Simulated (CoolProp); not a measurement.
Model: reference Helmholtz-energy equation of state, Platzer 1990, in CoolProp. This equation is an older, rougher fit; its heat capacities, sound speeds and derivatives of the liquid may be far off and weren't checked against measurements.

Q: Give the vapour pressure (MPa), liquid density (kg/m³), surface tension (mN/m), vapour viscosity (µPa s) of saturated R13 at -24.35, -8.85, -1.05 °C.

A: 
| T (°C) | p (MPa) | liquid density (kg/m³) | surface tension (mN/m) | vapour viscosity (µPa s) |
|---|---|---|---|---|
| -24.35 | 1.00 | 1270 | 5.57 | 12.4 |
| -8.85 | 1.56 | 1180 | 3.60 | 13.7 |
| -1.05 | 1.92 | 1130 | 2.68 | 14.5 |

Viscosity comes from a separate model (Huber 2003), an estimate that may be off by 10 % or more. Surface tension comes from a separate correlation (Mulero 2012).
